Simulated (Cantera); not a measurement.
Input (Python, Cantera) and output of one run.

```python
import numpy as np
import cantera as ct

gas_names = """
    H H2 N NH NH2 NH3 N2 N2H2 N2H4 Si SiH SiH2 SiH3 SiH4 SiN Si2 Si2N Si3
""".split()
cond_names = """
    Si(cr) Si(L) Si3N4(a)
""".split()


# ... load() reads the species with a 1 bar reference pressure and builds the phases ...
atoms = {
    'trisilylamine': {'Si': 3, 'N': 1, 'H': 9},
    'N2': {'N': 2},
    'H2': {'H': 2},
    'NH3': {'N': 1, 'H': 3},
}
top_T = {'Si3N4(a)': 2400}  # K; cautious upper limits of use, not melting points


# ... equilibrate(T, P, feed) seeds the gas with the atoms and calls Mixture.equilibrate('TP', solver="vcs", rtol=1e-11, max_steps=5000) ...
results = []
feed = {'trisilylamine': 1, 'N2': 30, 'H2': 0.38, 'NH3': 0.19}  # mol
for P in [5, 17, 59, 210, 710, 2400, 8400, 29000, 100000]:
    for T in [1298, 1348, 1398, 1448, 1498, 1548, 1598, 1648, 1698, 1748, 1798]:
        mix = equilibrate(T, P, feed)
        results.append((T, P, feed, dict(zip(mix.species_names, mix.species_moles))))

for T, P, feed, n in results:
    print(f"{T:7g} {P:10.4g}  " + (" + ".join(c for c in cond_names if n.get(c, 0) > 1e-12) or "gas only"))
```

It prints:

```
   1298          5  Si3N4(a)
   1348          5  Si3N4(a)
   1398          5  Si3N4(a)
   1448          5  Si3N4(a)
   1498          5  Si(cr)
   1548          5  Si(cr)
   1598          5  Si(cr)
   1648          5  Si(cr)
   1698          5  Si(L)
   1748          5  Si(L)
   1798          5  Si(L)
   1298         17  Si3N4(a)
   1348         17  Si3N4(a)
   1398         17  Si3N4(a)
   1448         17  Si3N4(a)
   1498         17  Si3N4(a)
   1548         17  Si3N4(a)
   1598         17  Si(cr)
   1648         17  Si(cr)
   1698         17  Si(L)
   1748         17  Si(L)
   1798         17  Si(L)
   1298         59  Si3N4(a)
   1348         59  Si3N4(a)
   1398         59  Si3N4(a)
   1448         59  Si3N4(a)
   1498         59  Si3N4(a)
   1548         59  Si3N4(a)
   1598         59  Si3N4(a)
   1648         59  Si(cr)
   1698         59  Si(L)
   1748         59  Si(L)
   1798         59  Si(L)
   1298        210  Si3N4(a)
   1348        210  Si3N4(a)
   1398        210  Si3N4(a)
   1448        210  Si3N4(a)
   1498        210  Si3N4(a)
   1548        210  Si3N4(a)
   1598        210  Si3N4(a)
   1648        210  Si3N4(a)
   1698        210  Si3N4(a)
   1748        210  Si(L)
   1798        210  Si(L)
   1298        710  Si3N4(a)
   1348        710  Si3N4(a)
   1398        710  Si3N4(a)
   1448        710  Si3N4(a)
   1498        710  Si3N4(a)
   1548        710  Si3N4(a)
   1598        710  Si3N4(a)
   1648        710  Si3N4(a)
   1698        710  Si3N4(a)
   1748        710  Si3N4(a)
   1798        710  Si(L)
   1298       2400  Si3N4(a)
   1348       2400  Si3N4(a)
   1398       2400  Si3N4(a)
   1448       2400  Si3N4(a)
   1498       2400  Si3N4(a)
   1548       2400  Si3N4(a)
   1598       2400  Si3N4(a)
   1648       2400  Si3N4(a)
   1698       2400  Si3N4(a)
   1748       2400  Si3N4(a)
   1798       2400  Si3N4(a)
   1298       8400  Si3N4(a)
   1348       8400  Si3N4(a)
   1398       8400  Si3N4(a)
   1448       8400  Si3N4(a)
   1498       8400  Si3N4(a)
   1548       8400  Si3N4(a)
   1598       8400  Si3N4(a)
   1648       8400  Si3N4(a)
   1698       8400  Si3N4(a)
   1748       8400  Si3N4(a)
   1798       8400  Si3N4(a)
   1298    2.9e+04  Si3N4(a)
   1348    2.9e+04  Si3N4(a)
   1398    2.9e+04  Si3N4(a)
   1448    2.9e+04  Si3N4(a)
   1498    2.9e+04  Si3N4(a)
   1548    2.9e+04  Si3N4(a)
   1598    2.9e+04  Si3N4(a)
   1648    2.9e+04  Si3N4(a)
   1698    2.9e+04  Si3N4(a)
   1748    2.9e+04  Si3N4(a)
   1798    2.9e+04  Si3N4(a)
   1298      1e+05  Si3N4(a)
   1348      1e+05  Si3N4(a)
   1398      1e+05  Si3N4(a)
   1448      1e+05  Si3N4(a)
   1498      1e+05  Si3N4(a)
   1548      1e+05  Si3N4(a)
   1598      1e+05  Si3N4(a)
   1648      1e+05  Si3N4(a)
   1698      1e+05  Si3N4(a)
   1748      1e+05  Si3N4(a)
   1798      1e+05  Si3N4(a)
```

Cantera equilibrium calculation (NASA polynomials, part measured and part estimated; ideal gas, pure solids and liquids). The feed counts by its element totals alone.
